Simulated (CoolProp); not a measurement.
Vapour-liquid equilibrium of R152A (1) + isobutene (2) at 274.7 K; x and y are mole fractions of (1).

The numbers come from the multi-fluid Helmholtz-energy mixture model, Outcalt 1996 and Lemmon 2005; pair parameters Bell 2016 in CoolProp.

### Question
Give the bubble pressure and the first vapour's composition at x = 0.125, 0.275, 0.5. Is there an azeotrope?

### Answer
x = 0.125: 0.1975 MPa, y = 0.357; x = 0.275: 0.2377 MPa, y = 0.524; x = 0.5: 0.2691 MPa, y = 0.654. y crosses x between x = 0.8 and 0.875: the model has an azeotrope there.

Pair parameters are fitted to limited data, so mixtures are less certain than the pure fluids.
